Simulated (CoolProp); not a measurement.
A closed Brayton cycle with carbon dioxide: compressor inlet 308.15 K and 9.2 MPa, high pressure 20.5 MPa, turbine inlet 870 K, compressor efficiency 0.85, turbine efficiency 0.85, recuperator effectiveness 0 (on enthalpy, no pinch check). Each further row changes one setting.

Computed with CoolProp (reference Helmholtz-energy equation of state, Span 1996).

| case | thermal efficiency (%) | net work (kJ/kg) | compressor to turbine work | compressor exit (K) | turbine exit (K) |
|---|---|---|---|---|---|
| as stated | 11.4 | 88.5 | 0.17 | 329.7 | 775.4 |
| turbine inlet 820 K | 11.4 | 81.7 | 0.18 | 329.7 | (withheld) |
| compressor inlet 318.15 K | 11.4 | (withheld) | (withheld) | (withheld) | 775.4 |
| high pressure 17.4 MPa | 9.2 | 72.6 | (withheld) | (withheld) | (withheld) |
| recuperator effectiveness 0.5 | 17.7 | 88.5 | 0.17 | 329.7 | 775.4 |

Problem. Complete the blanks.

Solution. 
- turbine inlet 820 K, turbine exit (K): 728.7
- compressor inlet 318.15 K, net work (kJ/kg): 77.7
- compressor inlet 318.15 K, compressor to turbine work: 0.27
- compressor inlet 318.15 K, compressor exit (K): 368.2
- high pressure 17.4 MPa, compressor to turbine work: 0.16
- high pressure 17.4 MPa, compressor exit (K): 324.8
- high pressure 17.4 MPa, turbine exit (K): 794.3
